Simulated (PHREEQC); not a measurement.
A solution holds 1.2 mmol/kgw Cu(NO3)2, 0.9 mmol/kgw H2SO4 and 0.34 mmol/kgw Na2SO4, at 89 °C. Closed to the air; pH follows from the charge balance.

The numbers come from PHREEQC with the ion-association model, phreeqc.dat.

Precipitation was switched off in this run.

### Question
Order these S species by the share of S that they hold, largest first: HSO4-, CuSO4, NaSO4-, SO4-2.

### Answer
SO4-2 (60 %), HSO4- (31 %), CuSO4 (9.2 %), NaSO4- (0.20 %)

The pH is 2.88 and the ionic strength 0.00610 mol/kgw. Species that the database lacks are ignored. Away from 25 °C the constants follow the database's enthalpies or fits; those with neither stay at their 25 °C values.
